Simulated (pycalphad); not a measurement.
An equivalent pycalphad script:

```python
from pycalphad import Database, equilibrium, calculate, variables as v
import numpy as np
db = Database('COST507.tdb')
comps = ['AL', 'SI', 'FE', 'VA']
phases = ['AL13FE4', 'AL2FE', 'AL5FE2', 'AL5FE4', 'ALFESI_ALPHA', 'ALFESI_BETA', 'ALFESI_DELTA', 'ALFESI_GAMMA', 'ALFESI_TAU1', 'ALFESI_TAU3', 'BCC_B2', 'DIAMOND_A4', 'FCC_A1', 'FE2SI', 'FE5SI3', 'FESI', 'FESI2_H', 'FESI2_L', 'LIQUID']
eq = equilibrium(db, comps, phases, {v.X('SI'): 0.0818, v.X('FE'): 0.0025, v.T: np.arange(1850, 499, -75), v.P: 101325, v.N: 1}, output=['HM', 'SM'])
```

All values are pycalphad results on the COST 507 light-alloy database (1999) (1 atm), not direct measurements. The database dates from 1999; later assessments differ in places, in temperatures and in the compounds included. Phase fractions are per mole of atoms.

Results at three of the temperatures:

```
T = 1850.00 K, P = 101325 Pa, N = 1 mol of atoms
G = -117570 J/mol, H = 59450 J/mol, S = 95.69 J/(mol K)  (SER reference)
chemical potentials (J/mol): Al -115806, Si -133152, Fe -254070
phase             fraction      x(Al)      x(Si)      x(Fe)
LIQUID              1.0000     0.9157     0.0818     0.0025
```

```
T = 1250.00 K, P = 101325 Pa, N = 1 mol of atoms
G = -63612 J/mol, H = 40606 J/mol, S = 83.37 J/(mol K)  (SER reference)
chemical potentials (J/mol): Al -62971, Si -67082, Fe -185003
phase             fraction      x(Al)      x(Si)      x(Fe)
LIQUID              1.0000     0.9157     0.0818     0.0025
```

```
T = 1025.00 K, P = 101325 Pa, N = 1 mol of atoms
G = -45530 J/mol, H = 33553 J/mol, S = 77.15 J/(mol K)  (SER reference)
chemical potentials (J/mol): Al -45334, Si -44169, Fe -161652
phase             fraction      x(Al)      x(Si)      x(Fe)
LIQUID              1.0000     0.9157     0.0818     0.0025
```

Changes of the phase set, refined by bisection:

```csv
T (K),phases above,phases below
878.4,liquid,fcc + liquid
859.4,fcc + liquid,ALFESI_BETA + fcc + liquid
848.9,ALFESI_BETA + fcc + liquid,ALFESI_BETA + diamond (Si) + fcc
```

Database names, with the compositions (at.%) that they take in these runs: ALFESI_BETA: Al 70 Si 15 Fe 15.
